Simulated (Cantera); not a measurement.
Input (Python, Cantera) and output of one run.

```python
import numpy as np
import cantera as ct

gas_names = """
    CL CL2 H HCL H2 Si SiCL SiCL2 SiCL3 SiCL4 SiH SiHCL3 SiH2 SiH2CL2 SiH3 SiH3CL SiH4 Si2 Si3
""".split()
cond_names = """
    Si(cr) Si(L)
""".split()


def load(file, names, dense=False):
    # The tables refer to 1 bar. Condensed volumes are neglected.
    table = {s.name: s for s in ct.Species.list_from_file(file)}
    out = []
    for n in names:
        d = dict(table[n].input_data)
        d["thermo"] = dict(d["thermo"], **{"reference-pressure": 1e5})
        if dense:
            d["equation-of-state"] = {"model": "constant-volume", "density": "1e6 g/cm^3"}
        out.append(ct.Species.from_dict(d))
    return out


gas = ct.Solution(thermo="ideal-gas", species=load("nasa_gas.yaml", gas_names))
cond = {s.name: ct.Solution(thermo="fixed-stoichiometry", species=[s], name=s.name)
        for s in load("nasa_condensed.yaml", cond_names, dense=True)}
atoms = {
    'SiH4': {'Si': 1, 'H': 4},
    'HCl': {'H': 1, 'CL': 1},
    'H2': {'H': 2},
}
top_T = {}  # K; cautious upper limits of use, not melting points


def equilibrate(T, P, feed):
    n = {}
    for name, mol in feed.items():
        for a, k in atoms[name].items():
            n[a] = n.get(a, 0.0) + k * mol
    gas.TPX = T, P, n
    mass = sum(n.values()) * gas.mean_molecular_weight
    gas.equilibrate("TP")
    valid = [c for c in cond.values() if c.min_temp <= T <= top_T.get(c.name, c.max_temp)]
    mix = ct.Mixture([(gas, mass / gas.mean_molecular_weight)] + [(c, 0.0) for c in valid])
    mix.T, mix.P = T, P
    mix.equilibrate("TP", solver="vcs", rtol=1e-11, max_steps=5000)
    return mix


results = []
feed = {'SiH4': 1, 'HCl': 0.36, 'H2': 5.9}  # mol
P = 160000  # Pa
for T in [950, 1000, 1050, 1100, 1150, 1200, 1250, 1300, 1350, 1400, 1450]:
    mix = equilibrate(T, P, feed)
    results.append((T, P, feed, dict(zip(mix.species_names, mix.species_moles))))

top = {s: max(r[3][s] / sum(r[3][g] for g in gas_names) for r in results) for s in gas_names}
cols = sorted((s for s in top if top[s] > 0.0001), key=lambda s: -top[s])[:5]
seen = [c for c in cond_names if any(r[3].get(c, 0) > 1e-12 for r in results)]
print("log10 of partial pressures in bar; condensed amounts in mol")
print(f"{'T/K':>10s}" + "".join(f"{s[:9]:>10s}" for s in cols + seen))
for T, P, feed, n in results:
    ng = sum(n[g] for g in gas_names)
    print(f"{T:10.4g}" + "".join(f"{np.log10(max(n[s] / ng * P / 1e5, 1e-99)):10.3f}" for s in cols)
          + "".join(f"{n.get(c, 0):10.4g}" for c in seen))
```

Output:

```
log10 of partial pressures in bar; condensed amounts in mol
       T/K        H2       HCL    SiHCL3     SiCL4     SiCL2    Si(cr)
       950     0.197    -2.294    -1.972    -2.124    -4.600    0.8986
      1000     0.197    -2.105    -1.995    -2.145    -4.177    0.9026
      1050     0.196    -1.938    -2.026    -2.177    -3.801    0.9079
      1100     0.195    -1.792    -2.069    -2.224    -3.470    0.9144
      1150     0.194    -1.664    -2.126    -2.292    -3.180    0.9219
      1200     0.193    -1.556    -2.202    -2.385    -2.932    0.9301
      1250     0.191    -1.467    -2.302    -2.512    -2.724    0.9383
      1300     0.190    -1.397    -2.432    -2.677    -2.557    0.9458
      1350     0.189    -1.345    -2.592    -2.884    -2.431    0.9519
      1400     0.188    -1.311    -2.779    -3.128    -2.340    0.9562
      1450     0.188    -1.289    -2.985    -3.398    -2.277     0.959
```

These are equilibrium values from Cantera (NASA tables, ideal gas, pure condensed phases), not measurements of a reactor. The tables' values for SiCl3 are old estimates; treat these amounts as uncertain.
